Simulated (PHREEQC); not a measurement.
H2SO4 is added in steps, without added water, to 1 kg of water holding 1.8 mmol/kgw HNO3, 7.6 mmol/kgw NaCl and 0.12 mmol/kgw KCl, at 25 °C. Oxygen is held at 0.21 atm. No CO2 enters from the air. The run lets Halite, Sylvite precipitate or redissolve, and no other solid.

Base run: PHREEQC, ion-association model, phreeqc.dat. Each further column changes one thing. The table gives HSO4- (mol/kgw).

```json
[
 {"H2SO4 added (mol)": "0", "base": "0", "database wateq4f.dat": "0", "all activity coefficients set to 1": "0", "Davies equation for every ion": "0", "metal-ligand complexes left out": "0"},
 {"H2SO4 added (mol)": "0.000775", "base": "0.000130", "database wateq4f.dat": "0.000130", "all activity coefficients set to 1": "0.000177", "Davies equation for every ion": "0.000128", "metal-ligand complexes left out": "0.000133"},
 {"H2SO4 added (mol)": "0.001937", "base": "0.000463", "database wateq4f.dat": "0.000463", "all activity coefficients set to 1": "0.000622", "Davies equation for every ion": "0.000454", "metal-ligand complexes left out": "0.000471"},
 {"H2SO4 added (mol)": "0.002713", "base": "0.000750", "database wateq4f.dat": "0.000749", "all activity coefficients set to 1": "0.000999", "Davies equation for every ion": "0.000735", "metal-ligand complexes left out": "0.000761"},
 {"H2SO4 added (mol)": "0.003488", "base": "0.00108", "database wateq4f.dat": "0.00107", "all activity coefficients set to 1": "0.00142", "Davies equation for every ion": "0.00105", "metal-ligand complexes left out": "0.00109"},
 {"H2SO4 added (mol)": "0.004262", "base": "0.00143", "database wateq4f.dat": "0.00143", "all activity coefficients set to 1": "0.00188", "Davies equation for every ion": "0.00140", "metal-ligand complexes left out": "0.00145"},
 {"H2SO4 added (mol)": "0.005425", "base": "0.00202", "database wateq4f.dat": "0.00202", "all activity coefficients set to 1": "0.00263", "Davies equation for every ion": "0.00198", "metal-ligand complexes left out": "0.00204"},
 {"H2SO4 added (mol)": "0.0062", "base": "0.00243", "database wateq4f.dat": "0.00243", "all activity coefficients set to 1": "0.00315", "Davies equation for every ion": "0.00238", "metal-ligand complexes left out": "0.00246"}
]
```

 phreeqc.dat and wateq4f.dat share most of their constants, so their agreement is no independent check. Solids allowed in the column 'database wateq4f.dat': Halite, Mirabilite.
